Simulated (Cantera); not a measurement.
Cantera run, input and output.

```python
import numpy as np
import cantera as ct

gas = ct.Solution("gri30.yaml")


def delay(T, t_max=10):
    gas.TPX = T, 120000, {'CH4': 1, 'H2': 1.1, 'O2': 4.18, 'N2': 15.7}
    reactor = ct.IdealGasConstPressureReactor(gas, clone=False)
    net = ct.ReactorNet([reactor])
    net.rtol, net.atol = 1e-8, 1e-16
    while net.time < t_max:
        t_old, T_old = net.time, reactor.T
        net.step()
        if reactor.T > T + 400:  # ignition: a rise of 400 K
            return t_old + (T + 400 - T_old) / (reactor.T - T_old) * (net.time - t_old)
    return np.nan


taus = []
for T in [1150, 1250, 1350, 1450, 1550, 1650]:
    taus.append(delay(T))
    print(f"T0 = {T:6g} K   tau = {taus[-1]:.4e} s")
```

It prints:

```
T0 =   1150 K   tau = 8.2892e-04 s
T0 =   1250 K   tau = 3.5343e-04 s
T0 =   1350 K   tau = 1.7555e-04 s
T0 =   1450 K   tau = 9.8661e-05 s
T0 =   1550 K   tau = 6.0988e-05 s
T0 =   1650 K   tau = 4.0294e-05 s
```

Model: GRI-Mech 3.0 (53 species, 325 reactions), integrated in Cantera.
